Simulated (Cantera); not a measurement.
**Moist CO burnout**

An isothermal, constant-pressure homogeneous reactor starts with CO : O2 : H2O : N2 = 0.0082 : 0.017 : 0.0003 : 1 (molar parts), at 1450 K and 13300 Pa.

Computed with Cantera and GRI-Mech 3.0 (53 species, 325 reactions).

```json
[
 {"t (s)": "0.000200", "x CO": "0.00800", "x O2": "0.0166", "x H2O": "0.000293", "x NO": "<1e-12", "x H2": "<1e-12", "x N2O": "<1e-12"},
 {"t (s)": "0.000452", "x CO": "0.00800", "x O2": "0.0166", "x H2O": "0.000293", "x NO": "<1e-12", "x H2": "<1e-12", "x N2O": "<1e-12"},
 {"t (s)": "0.00102", "x CO": "0.00800", "x O2": "0.0166", "x H2O": "0.000293", "x NO": "<1e-12", "x H2": "1.38e-12", "x N2O": "<1e-12"},
 {"t (s)": "0.00231", "x CO": "0.00800", "x O2": "0.0166", "x H2O": "0.000293", "x NO": "<1e-12", "x H2": "1.67e-11", "x N2O": "1.81e-12"},
 {"t (s)": "0.00521", "x CO": "0.00800", "x O2": "0.0166", "x H2O": "0.000293", "x NO": "<1e-12", "x H2": "2.15e-10", "x N2O": "9.30e-12"},
 {"t (s)": "0.0118", "x CO": "0.00799", "x O2": "0.0166", "x H2O": "0.000292", "x NO": "4.50e-12", "x H2": "4.34e-9", "x N2O": "1.02e-10"},
 {"t (s)": "0.0266", "x CO": "0.00782", "x O2": "0.0164", "x H2O": "0.000281", "x NO": "6.33e-10", "x H2": "6.34e-7", "x N2O": "1.11e-8"},
 {"t (s)": "0.0601", "x CO": "0.00376", "x O2": "0.0131", "x H2O": "8.27e-5", "x NO": "6.60e-7", "x H2": "8.05e-6", "x N2O": "1.79e-7"},
 {"t (s)": "0.136", "x CO": "0.00160", "x O2": "0.0124", "x H2O": "0.000107", "x NO": "3.93e-6", "x H2": "9.24e-6", "x N2O": "1.69e-7"},
 {"t (s)": "0.307", "x CO": "0.000583", "x O2": "0.0126", "x H2O": "0.000219", "x NO": "6.31e-6", "x H2": "6.07e-6", "x N2O": "1.87e-7"},
 {"t (s)": "0.694", "x CO": "0.000146", "x O2": "0.0126", "x H2O": "0.000270", "x NO": "7.31e-6", "x H2": "1.75e-6", "x N2O": "2.29e-7"},
 {"t (s)": "1.57", "x CO": "3.20e-5", "x O2": "0.0126", "x H2O": "0.000284", "x NO": "7.75e-6", "x H2": "4.02e-7", "x N2O": "1.98e-7"},
 {"t (s)": "3.54", "x CO": "7.48e-6", "x O2": "0.0126", "x H2O": "0.000289", "x NO": "7.90e-6", "x H2": "9.83e-8", "x N2O": "8.99e-8"},
 {"t (s)": "8.00", "x CO": "2.07e-6", "x O2": "0.0126", "x H2O": "0.000291", "x NO": "7.94e-6", "x H2": "2.87e-8", "x N2O": "2.84e-8"}
]
```
x: mole fraction; the columns are a selection and need not sum to one.

Equilibrium at this temperature and pressure: CO 4.46e-7, O2 0.0125, H2O 0.000293, NO 0.000260, H2 6.84e-9, N2O 6.59e-9 (gas phase only).
